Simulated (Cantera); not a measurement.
What does this Cantera script print?

```python
import numpy as np
import cantera as ct

gas = ct.Solution("gri30.yaml")
gas.TPX = 1325, 230000, {'CO': 0.021, 'O2': 0.0021, 'H2O': 0.024, 'N2': 1}
reactor = ct.IdealGasConstPressureReactor(gas, energy="off", clone=False)
net = ct.ReactorNet([reactor])
net.rtol, net.atol = 1e-08, 1e-18
show = ['CO', 'O2', 'H2O', 'H', 'OH', 'CO2', 'HO2']
times = np.geomspace(3e-05, 300, 11)

steps = ct.SolutionArray(gas, extra=["t"])
rows = []
print(f"{'t/s':>10s}{'T/K':>9s}{'P/Pa':>11s}" + "".join(f"{s:>11s}" for s in show))
for t in times:
    while net.time < t:
        t_next = net.step()
        steps.append(gas.state, t=t_next)
    rows.append([np.interp(t, steps.t, y) for y in (steps.T, steps.P, *steps(*show).X.T)])
    print(f"{t:10.3e}{rows[-1][0]:9.1f}{rows[-1][1]:11.4g}" + "".join(f"{x:11.3e}" for x in rows[-1][2:]))
rate = np.gradient(steps.T, steps.t)
print("integrator steps:", len(steps.t))
if steps.T.max() > steps.T[0] + 200:
    print(f"time of steepest temperature rise: {steps.t[rate.argmax()]:.4e} s")
gas.TPX = 1325, 230000, {'CO': 0.021, 'O2': 0.0021, 'H2O': 0.024, 'N2': 1}
gas.equilibrate("TP")
print(f"equilibrium (TP): T = {gas.T:.1f} K  " + "  ".join(f"{s} {gas[s].X[0]:.3e}" for s in show))
```

Result:

```
       t/s      T/K       P/Pa         CO         O2        H2O          H         OH        CO2        HO2
 3.000e-05   1325.0    2.3e+05  2.006e-02  2.006e-03  2.292e-02  2.178e-10  1.807e-10  1.134e-09  2.703e-11
 1.504e-04   1325.0    2.3e+05  2.006e-02  2.006e-03  2.292e-02  5.541e-09  2.240e-09  2.088e-08  8.636e-10
 7.536e-04   1325.0    2.3e+05  2.003e-02  1.998e-03  2.291e-02  4.587e-06  1.740e-06  2.255e-05  6.621e-07
 3.777e-03   1325.0    2.3e+05  1.048e-02  1.380e-06  1.735e-02  2.794e-04  1.193e-05  9.613e-03  1.373e-09
 1.893e-02   1325.0    2.3e+05  9.529e-03  1.378e-08  1.642e-02  4.064e-05  1.455e-06  1.057e-02  1.433e-11
 9.487e-02   1325.0    2.3e+05  9.251e-03  4.198e-10  1.614e-02  7.698e-06  2.632e-07  1.084e-02  3.604e-13
 4.755e-01   1325.0    2.3e+05  9.140e-03  1.530e-11  1.603e-02  1.536e-06  5.156e-08  1.096e-02  6.887e-15
 2.383e+00   1325.0    2.3e+05  9.091e-03  6.633e-13  1.598e-02  3.352e-07  1.117e-08  1.100e-02  1.134e-16
 1.194e+01   1325.0    2.3e+05  9.067e-03  6.105e-14  1.596e-02  1.096e-07  3.638e-09  1.103e-02  9.253e-18
 5.986e+01   1325.0    2.3e+05  9.056e-03  4.106e-14  1.595e-02  9.112e-08  3.020e-09  1.104e-02  6.833e-18
 3.000e+02   1325.0    2.3e+05  9.056e-03  4.091e-14  1.595e-02  9.096e-08  3.014e-09  1.104e-02  6.815e-18
integrator steps: 2477
equilibrium (TP): T = 1325.0 K  CO 9.056e-03  O2 4.091e-14  H2O 1.595e-02  H 9.096e-08  OH 3.014e-09  CO2 1.104e-02  HO2 6.815e-18
```

Detailed kinetics in Cantera: GRI-Mech 3.0 (53 species, 325 reactions).
